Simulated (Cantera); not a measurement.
A Cantera script and what it prints.

```python
import numpy as np
import cantera as ct

gas_names = [...]  # 45 gases of nasa_gas.yaml made of Ba, F, H, N, O
cond_names = """
    Ba(cr) Ba(L) BaF2(a) BaF2(b,c) BaF2(L) BaO(s) BaO(L) BaO2H2(s) BaO2H2(L) H2O(s) H2O(L)
""".split()


# ... load() reads the species with a 1 bar reference pressure and builds the phases ...
atoms = {
    'BaF2': {'Ba': 1, 'F': 2},
    'H2O': {'H': 2, 'O': 1},
    'N2': {'N': 2},
}
top_T = {}  # K; cautious upper limits of use, not melting points


# ... equilibrate(T, P, feed) seeds the gas with the atoms and calls Mixture.equilibrate('TP', solver="vcs", rtol=1e-11, max_steps=5000) ...
results = []
feed = {'BaF2': 1, 'H2O': 6.3, 'N2': 66}  # mol
T = 1498.15  # K
P = 1333.22  # Pa
mix = equilibrate(T, P, feed)
results.append((T, P, feed, dict(zip(mix.species_names, mix.species_moles))))
x = sorted(zip(gas.X, gas.species_names), reverse=True)
print(f"T = {T:g} K  P = {P:g} Pa  gas = {mix.phase_moles(0):.4g} mol")
print("   x: " + "  ".join(f"{s} {v:.3e}" for v, s in x if v > 0.0001))
print("   condensed (mol): " + ("  ".join(f"{mix.phase(i).name} {mix.phase_moles(i):.4g}"
      for i in range(1, mix.n_phases) if mix.phase_moles(i) > 1e-12) or "none"))
```

It prints:

```
T = 1498.15 K  P = 1333.22 Pa  gas = 72.59 mol
   x: N2 9.092e-01  H2O 8.486e-02  HF 3.315e-03  BaF2 2.249e-03  H2 1.672e-04
   condensed (mol): BaF2(b,c) 0.7164  BaO(s) 0.1139
```

Method: chemical equilibrium by Gibbs-energy minimisation in Cantera with the NASA 1993 tables (ideal gas, pure condensed phases). Mutual solubility and eutectic melting of coexisting phases are not modelled.
